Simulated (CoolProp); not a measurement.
Computed with CoolProp (reference Helmholtz-energy equation of state, Schroeder 2014).

Q: Give the vapour pressure (kPa), liquid density (kg/m³), liquid cp (kJ/(kg K)), liquid viscosity (µPa s) of saturated ethanol at 259, 276.3, 362.7 K.

A: 
| T (K) | p (kPa) | liquid density (kg/m³) | liquid cp (kJ/(kg K)) | liquid viscosity (µPa s) |
|---|---|---|---|---|
| 259 | 0.557 | 818 | 2.17 | 2530 |
| 276.3 | 1.99 | 804 | 2.28 | 1700 |
| 362.7 | 155 | 725 | 3.05 | 375 |

Viscosity comes from a separate model (Kiselev 2005).
